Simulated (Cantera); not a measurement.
A freely propagating, adiabatic, planar premixed flame of H2 : O2 : N2 : H2O = 1 : 0.633 : 2.53 : 0.51 (molar parts), unburnt at 625 K and 170000 Pa; mixture-averaged transport, grid criteria slope 0.08 and curve 0.16, no radiation.

Computed with Cantera and the H2/O2 subset of GRI-Mech 3.0, which has no nitrogen chemistry. Burning velocities carry a grid error of a few per cent, more on coarse grids.

**Question.** Predict: laminar burning velocity; thermal thickness; peak x(H2O2); peak x(OH); peak x(H).

**Answer.** 
- laminar burning velocity = 421 cm/s
- thermal thickness = 0.217 mm
- peak x(H2O2) = 4.65e-5
- peak x(OH) = 0.0119
- peak x(H) = 0.0168
